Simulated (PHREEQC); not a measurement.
Leach liquor

A solution holds 0.016 mol/kgw HCl, 0.0067 mol/kgw Al2(SO4)3 and 0.021 mol/kgw Na2SO4, at 25 °C. Closed to the air; pH follows from the charge balance.

All values are PHREEQC results (ion-association model, wateq4f.dat), not measurements.

Each row changes one thing in this solution. This is a speciation only: nothing precipitates in the calculation.

```csv
case,pH,ionic strength (mol/kgw),Na+ (mol/kgw),SO4-2 (mol/kgw),AlSO4+ (mol/kgw),HSO4- (mol/kgw),SI of Mirabilite (Na2SO4:10H2O),SI of Halite (NaCl)
as made,2.12,0.0883,0.0405,0.0189,0.00948,0.00687,-4.02,-4.98
temperature from 25 to 75 °C,2.36,0.0796,0.0406,0.0150,0.00980,0.0107,___,-5.09
Al2(SO4)3 from 0.0067 to 0.067 mol/kgw,2.29,0.254,0.0393,0.0510,0.0852,0.00947,-3.85,___
temperature from 25 to 80 °C,2.39,0.0790,0.0406,0.0146,0.00981,0.0111,-6.34,___
Na2SO4 from 0.021 to 0.042 mol/kgw,2.22,0.137,0.0795,0.0336,0.00897,0.00865,-3.28,-4.72
0.0027 mol/kgw MnSO4 added,2.13,0.0942,0.0404,0.0202,0.00943,0.00707,-4.00,-4.99
```

Question: Complete the blanks.

Answer: 
- temperature from 25 to 75 °C, SI of Mirabilite (Na2SO4:10H2O): -6.15
- Al2(SO4)3 from 0.0067 to 0.067 mol/kgw, SI of Halite (NaCl): -5.08
- temperature from 25 to 80 °C, SI of Halite (NaCl): -5.10

At this temperature some constants are extrapolated from 25 °C, and those without enthalpy data are left unchanged.
